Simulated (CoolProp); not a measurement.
Saturated liquid density (kg/m³) of R236EA: the reference equation beside estimates from Tc = 412.4 K, pc = 3414 kPa, ω = 0.368. Rackett uses Z = 0.29056 − 0.08775 ω.

Model: reference Helmholtz-energy equation of state, Rui 2013, in CoolProp.

```json
[
 {"T (K)": "316.9", "reference": "1364", "Rackett": "1429", "van der Waals": "808.7", "Redlich-Kwong": "1154", "Soave-Redlich-Kwong": "1233", "Peng-Robinson": "1398"},
 {"T (K)": "323.4", "reference": "1341", "Rackett": "1404", "van der Waals": "794.7", "Redlich-Kwong": "1129", "Soave-Redlich-Kwong": "1208", "Peng-Robinson": "1370"},
 {"T (K)": "329.9", "reference": "1317", "Rackett": "1378", "van der Waals": "780.2", "Redlich-Kwong": "1102", "Soave-Redlich-Kwong": "1181", "Peng-Robinson": "1341"},
 {"T (K)": "336.3", "reference": "1293", "Rackett": "1351", "van der Waals": "765.2", "Redlich-Kwong": "1076", "Soave-Redlich-Kwong": "1154", "Peng-Robinson": "1310"},
 {"T (K)": "342.8", "reference": "1267", "Rackett": "1323", "van der Waals": "749.4", "Redlich-Kwong": "1047", "Soave-Redlich-Kwong": "1125", "Peng-Robinson": "1276"},
 {"T (K)": "349.2", "reference": "1241", "Rackett": "1294", "van der Waals": "733.0", "Redlich-Kwong": "1017", "Soave-Redlich-Kwong": "1094", "Peng-Robinson": "1241"},
 {"T (K)": "355.7", "reference": "1212", "Rackett": "1263", "van der Waals": "715.4", "Redlich-Kwong": "985.8", "Soave-Redlich-Kwong": "1060", "Peng-Robinson": "1203"},
 {"T (K)": "362.1", "reference": "1182", "Rackett": "1231", "van der Waals": "697.1", "Redlich-Kwong": "952.9", "Soave-Redlich-Kwong": "1025", "Peng-Robinson": "1163"},
 {"T (K)": "368.6", "reference": "1150", "Rackett": "1196", "van der Waals": "677.2", "Redlich-Kwong": "917.2", "Soave-Redlich-Kwong": "986.3", "Peng-Robinson": "1118"},
 {"T (K)": "375.1", "reference": "1114", "Rackett": "1159", "van der Waals": "655.7", "Redlich-Kwong": "879.0", "Soave-Redlich-Kwong": "944.3", "Peng-Robinson": "1070"},
 {"T (K)": "381.5", "reference": "1076", "Rackett": "1118", "van der Waals": "632.7", "Redlich-Kwong": "838.2", "Soave-Redlich-Kwong": "898.8", "Peng-Robinson": "1016"},
 {"T (K)": "388", "reference": "1032", "Rackett": "1072", "van der Waals": "606.7", "Redlich-Kwong": "792.4", "Soave-Redlich-Kwong": "847.3", "Peng-Robinson": "956.0"},
 {"T (K)": "394.4", "reference": "981.0", "Rackett": "1019", "van der Waals": "577.6", "Redlich-Kwong": "741.6", "Soave-Redlich-Kwong": "789.2", "Peng-Robinson": "887.6"}
]
```

Absolute difference from the reference over all 13 rows, mean and median: Rackett 4.3 and 4.2 %, van der Waals 41.0 and 41.0 %, Redlich-Kwong 19.1 and 18.7 %, Soave-Redlich-Kwong 13.3 and 12.5 %, Peng-Robinson 3.1 and 2.2 %.
